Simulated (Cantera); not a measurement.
Input: 1 mol B₂H₆, 10 mol H₂O, at 67000 Pa.

Cantera equilibrium calculation (NASA polynomials, part measured and part estimated; ideal gas, pure solids and liquids). Candidate condensed phases: B, B₂O₃, B₃O₃H₃, H₂O; 23 gas species. The feed counts by its element totals alone. Gases not in the tables: H₃BO₃. Rates play no part.

Which condensed phases are stable at each of these points (T (°C)): 1275, 1375, 1475, 1575, 1675, 1775, 1875, 1975, 2075?


| T (°C) | condensed phases | B condensed (%) |
|---|---|---|
| 1275 | B₂O₃(l) | 76.3 |
| 1375 | B₂O₃(l) | 52.0 |
| 1475 | B₂O₃(l) | 7.0 |
| 1575 | gas only | 0.0 |
| 1675 | gas only | 0.0 |
| 1775 | gas only | 0.0 |
| 1875 | gas only | 0.0 |
| 1975 | gas only | 0.0 |
| 2075 | gas only | 0.0 |

From 1275 °C to 1475 °C the condensed part is B₂O₃(l). From 1575 °C to 2075 °C nothing is condensed.
